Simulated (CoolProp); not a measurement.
Properties of C3F8 (R218) along the isotherm 89.25 °C (Tc = 71.9 °C, pc = 2640 kPa, ω = 0.317).

Computed with CoolProp (reference Helmholtz-energy equation of state, Lemmon 2006). It is a short technical equation, of lower accuracy than the large ones.

| p (kPa) | phase | Z | cp (kJ/(kg K)) | isothermal compressibility (1/MPa) | expansivity (1/kK) | conductivity (mW/(m K)) | fugacity coefficient |
|---|---|---|---|---|---|---|---|
| 63.2 | gas | 0.9934 | 0.8829 | 15.93 | 2.825 | 17.7 | 0.9935 |
| 112 | gas | 0.9883 | 0.8848 | 9.036 | 2.877 | 17.8 | 0.9884 |
| 200 | gas | 0.9789 | 0.8884 | 5.110 | 2.976 | 17.8 | 0.9793 |
| 356 | gas | 0.9619 | 0.8953 | 2.924 | 3.166 | 17.8 | 0.9632 |
| 632 | gas | 0.9305 | 0.9095 | 1.708 | 3.558 | 18.0 | 0.9348 |
| 1120 | gas | 0.8702 | 0.9429 | 1.043 | 4.494 | 18.5 | 0.8847 |
| 2000 | gas | 0.7406 | 1.058 | 0.7262 | 7.796 | 20.6 | 0.7944 |
| 3560 | supercritical | 0.3873 | 2.514 | 0.8858 | 46.90 | 34.0 | 0.6294 |
| 6320 | supercritical | 0.3882 | 1.345 | 0.05026 | 7.988 | 37.8 | 0.4324 |
| 11200 | supercritical | 0.6010 | 1.186 | 0.01689 | 4.096 | 42.5 | 0.3219 |
| 20000 | supercritical | 0.9727 | 1.121 | 0.007784 | 2.623 | 48.8 | 0.2818 |

The peak of cp marks the crossing from liquid-like to gas-like fluid above the critical point.

Thermal conductivity comes from a separate model (Huber 2003), an estimate that may be off by 10 % or more.
